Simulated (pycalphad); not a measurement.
Computed with pycalphad from the COST 507 light-alloy database (1999), at 1 atm. These are 1990s assessments: newer ones move some temperatures and phases. Amounts are mole fractions of atoms.

Give the equilibrium state of Al-14.62C (at.%) at 975 K.


```
T = 975.00 K, P = 101325 Pa, N = 1 mol of atoms
G = -45157 J/mol, H = 14332 J/mol, S = 61.01 J/(mol K)  (SER reference)
chemical potentials (J/mol): Al -40844, C -70344
phase             fraction      x(Al)       x(C)
LIQUID              0.6589     1.0000   2.64e-09
AL4C3               0.3411     0.5714     0.4286
```

Give the equilibrium state of Al-14.62C (at.%) at 825 K.


```
T = 825.00 K, P = 101325 Pa, N = 1 mol of atoms
G = -37188 J/mol, H = 2814 J/mol, S = 48.49 J/(mol K)  (SER reference)
chemical potentials (J/mol): Al -31560, C -70055
phase             fraction      x(Al)       x(C)
FCC_A1              0.6589     1.0000   4.39e-13
AL4C3               0.3411     0.5714     0.4286
```

Database names, with the compositions (at.%) that they take in these runs: AL4C3: Al 57 C 43. FCC_A1 is fcc.
